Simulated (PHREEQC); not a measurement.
A solution holds 0.021 mol HF, 0.00075 mol NH4HF2 and 8.3e-07 mol H4SiO4 per kg of water, at 25 °C. Closed to the air; pH follows from the charge balance.

Computed with PHREEQC (ion-association model, wateq4f.dat).

| quantity | before | after |
|---|---|---|
| pH | 2.50 | 2.88 |
| ionic strength (mol/kgw) | 0.00408 | 0.00154 |
| HF (mol/kgw) | 0.0167 | 0.00290 |
| F- (mol/kgw) | 0.00383 | 0.00152 |
| H2F2 (mol/kgw) | 0.000729 | 2.20e-5 |
| HF2- (mol/kgw) | 0.000246 | 1.69e-5 |

Problem. Name the change that produced these shifts.
A) 0.0012 mol/kgw H2SO4 added
B) diluted 5-fold with water
C) H4SiO4 left out
D) H4SiO4 replaced by Na2SiO3 at the same molality

Solution. B, diluted 5-fold with water

Precipitation was switched off in this run. wateq4f.dat counts part of the HF as a dimer, H2F2, which phreeqc.dat doesn't know; its constant is uncertain. SiF6-2 is the database's only silicon fluoride.
